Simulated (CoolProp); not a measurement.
R245fa at 408.76 K and 9.75 MPa is throttled through a valve to 0.987 MPa with no heat exchange. Each further row changes one setting.

Computed with CoolProp (reference Helmholtz-energy equation of state, Akasaka 2015).

```json
[
 {"case": "as stated", "temperature change (K)": "-46.4", "final phase": "?", "final density (kg/m³)": "?"},
 {"case": "outlet pressure 0.296 MPa", "temperature change (K)": "-90.5", "final phase": "?", "final density (kg/m³)": "22.1"},
 {"case": "outlet pressure 1.28 MPa", "temperature change (K)": "-35.1", "final phase": "two-phase, vapour fraction 0.381", "final density (kg/m³)": "?"}
]
```

Task: Some entries are withheld; supply them.

Result: 
- as stated, final phase: two-phase, vapour fraction 0.473
- as stated, final density (kg/m³): 111
- outlet pressure 0.296 MPa, final phase: two-phase, vapour fraction 0.740
- outlet pressure 1.28 MPa, final density (kg/m³): 174
